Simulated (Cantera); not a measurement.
Feed: 1 mol Si₂Cl₆, 0.083 mol HCl, 24 mol H₂, at 10.0 Torr.

Cantera equilibrium calculation (NASA polynomials, part measured and part estimated; ideal gas, pure solids and liquids). Candidate condensed phases: Si; 19 gas species. The feed counts by its element totals alone. Kinetics and transport are ignored.

Question: What share of the Si ends up in condensed phases as a function of T (K), at 875, 900, 925, 950, 975, 1000, 1025, 1050, 1075?

Answer: 
```json
[
 {"T (K)": "875", "Si condensed (%)": "22.7", "as": "Si(s)"},
 {"T (K)": "900", "Si condensed (%)": "23.5", "as": "Si(s)"},
 {"T (K)": "925", "Si condensed (%)": "24.4", "as": "Si(s)"},
 {"T (K)": "950", "Si condensed (%)": "25.5", "as": "Si(s)"},
 {"T (K)": "975", "Si condensed (%)": "26.7", "as": "Si(s)"},
 {"T (K)": "1000", "Si condensed (%)": "28.0", "as": "Si(s)"},
 {"T (K)": "1025", "Si condensed (%)": "29.4", "as": "Si(s)"},
 {"T (K)": "1050", "Si condensed (%)": "30.8", "as": "Si(s)"},
 {"T (K)": "1075", "Si condensed (%)": "32.1", "as": "Si(s)"}
]
```
